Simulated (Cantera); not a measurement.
## Premixed flame

A freely propagating, adiabatic, planar premixed flame of 27.1 % H₂, 10.4 % O₂, 62.4 % N₂, equivalence ratio 1.3, unburnt at 375 K and 100.0 Torr; mixture-averaged transport, grid criteria slope 0.08 and curve 0.16, no radiation.

Computed with Cantera and the H2/O2 subset of GRI-Mech 3.0, which has no nitrogen chemistry. Burning velocities carry a grid error of a few per cent, more on coarse grids.

```csv
z (mm),T (K),u (m/s),x H₂,x O₂,x OH,x H₂O₂,x O,x H
-18.0,375,2.07,0.271,0.104,<1e-8,<1e-8,<1e-8,<1e-8
-12.0,375,2.07,0.271,0.104,<1e-8,<1e-8,<1e-8,<1e-8
-8.99,375,2.07,0.271,0.104,<1e-8,<1e-8,<1e-8,<1e-8
-6.00,375,2.07,0.271,0.104,<1e-8,<1e-8,<1e-8,<1e-8
-3.00,381,2.10,0.269,0.105,1.01e-5,2.96e-6,1.14e-6,1.56e-5
-1.50,578,3.13,0.242,0.0997,0.000448,1.38e-5,8.04e-5,0.00451
0,967,5.08,0.153,0.0695,0.00100,2.77e-7,0.00247,0.0367
1.50,1225,6.38,0.0697,0.0207,0.00288,3.61e-7,0.00513,0.0655
3.00,1331,6.89,0.0550,0.00951,0.00377,3.56e-7,0.00461,0.0654
6.00,1440,7.41,0.0564,0.00690,0.00461,3.06e-7,0.00406,0.0555
12.0,1555,7.94,0.0595,0.00523,0.00521,2.04e-7,0.00324,0.0437
24.0,1669,8.45,0.0618,0.00353,0.00531,1.12e-7,0.00225,0.0323
48.0,1769,8.88,0.0633,0.00206,0.00478,5.68e-8,0.00133,0.0225
```
x: mole fraction of selected species; z is measured from the peak of heat release.

```yaml
laminar_burning_velocity: 207 cm/s
thermal_thickness: 6.00 mm
peak x(OH): 0.00535
peak x(H₂O₂): 1.89e-5
peak x(O): 0.00514
peak x(H): 0.0672
```
